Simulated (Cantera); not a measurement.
A freely propagating, adiabatic, planar premixed flame of CH4 : C2H6 : O2 : N2 : CO2 = 1 : 0.12 : 2.44 : 6.6 : 0.51 (molar parts), unburnt at 723 K and 135 Torr; mixture-averaged transport, grid criteria slope 0.08 and curve 0.16, no radiation.

Model: GRI-Mech 3.0 (53 species, 325 reactions), integrated in Cantera. Burning velocities carry a grid error of a few per cent, more on coarse grids.

Problem. Predict: laminar burning velocity; thermal thickness; peak x(HCN); peak x(CH3).

Solution. 
```json
{
 "laminar_burning_velocity": "277 cm/s",
 "thermal_thickness": "1.20 mm",
 "peak x(HCN)": "4.23e-6",
 "peak x(CH3)": "0.00591"
}
```
